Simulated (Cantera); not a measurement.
Input: 1 mol Fe3O4, 0.48 mol CH4, 0.13 mol CO, held at 2600 K and 13.0 mbar.

Cantera equilibrium calculation (NASA polynomials, part measured and part estimated; ideal gas, pure solids and liquids). Candidate condensed phases: C, C6H6, C7H8, C8H18, Fe, Fe(CO)5, FeO, Fe(OH)2, Fe(OH)3, Fe2O3, Fe3O4, H2O; 114 gas species. Rates play no part.

Base state: Fe 0.400, O2 0.120, FeO 0.0993, H2O 0.0897, O 0.0706, CO 0.0619, H 0.0494, OH 0.0476 (mole fractions); condensed: gas only.

What changes in the equilibrium state with this change: 0.045 mol N2 added?


```json
[
 {"species": "Fe", "before": "0.400", "after": "0.398"},
 {"species": "O2", "before": "0.120", "after": "0.118"},
 {"species": "FeO", "before": "0.0993", "after": "0.0980"},
 {"species": "N2", "before": "0", "after": "0.00651"},
 {"species": "NO", "before": "0", "after": "0.00186"},
 {"species": "CO2", "before": "0.0398", "after": "0.0393"},
 {"species": "H2O", "before": "0.0897", "after": "0.0888"},
 {"species": "OH", "before": "0.0476", "after": "0.0472"},
 {"species": "O", "before": "0.0706", "after": "0.0702"},
 {"species": "CO", "before": "0.0619", "after": "0.0615"},
 {"species": "H2", "before": "0.0216", "after": "0.0215"},
 {"species": "H", "before": "0.0494", "after": "0.0493"},
 {"species": "Fe(OH)2", "before": "0.000196", "after": "0.000191"}
]
```
